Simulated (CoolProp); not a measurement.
Hexamethyldisiloxane (MM) along the isotherm 252.35 °C: Z from the reference equation and from simpler models built on Tc = 245.6 °C, pc = 1.931 MPa, ω = 0.418; each cubic takes its own stable root.

The numbers come from the reference Helmholtz-energy equation of state, Thol 2016 in CoolProp.

| p (MPa) | phase | reference |
|---|---|---|
| 0.536 | gas | 0.8986 |
| 1.07 | gas | 0.7806 |
| 1.61 | gas | 0.6290 |
| 2.15 | supercritical | 0.2922 |
| 2.68 | supercritical | 0.2438 |
| 3.22 | supercritical | 0.2736 |
| 3.75 | supercritical | 0.3064 |
| 4.29 | supercritical | 0.3406 |
| 4.83 | supercritical | 0.3749 |

**Question.** How far does each simpler model (Soave-Redlich-Kwong, Peng-Robinson) lie from the reference over these 9 states: mean and median of the absolute difference, and the worst?

**Answer.** 
- Soave-Redlich-Kwong: mean 11.0 %, median 13.3 %, worst +21.3 % at 252.35 °C and 2.68 MPa
- Peng-Robinson: mean 3.7 %, median 2.2 %, worst +10.2 % at 252.35 °C and 2.68 MPa
